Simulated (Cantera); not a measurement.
Mixture: C3H8 : O2 : N2 : H2O = 1 : 2.63 : 9.89 : 3.4 (molar parts), at 23.0 bar, adiabatic and at constant volume. Ignition delay is the time to a rise of 400 K.

Cantera simulation using GRI-Mech 3.0 (53 species, 325 reactions); the numbers are that mechanism's predictions, not measurements. GRI-Mech 3.0 was tuned for natural gas; its chemistry of propane as a main component is partial and can be far from experiment. The pressure lies above the range GRI-Mech 3.0 was tuned for (to about 10 atm).

What does this change do: pressure from 23.0 bar to 0.570 bar?


```tsv
quantity	before	after
delay at 1275 K	0.264 ms	2.74 ms
delay at 1325 K	0.124 ms	1.24 ms
delay at 1375 K	61.4 µs	0.614 ms
delay at 1425 K	32.1 µs	0.331 ms
delay at 1475 K	17.7 µs	0.193 ms
delay at 1525 K	10.4 µs	0.121 ms
delay at 1575 K	6.40 µs	80.4 µs
apparent activation energy between 1475 and 1575 K	200 kJ/mol	170 kJ/mol
```
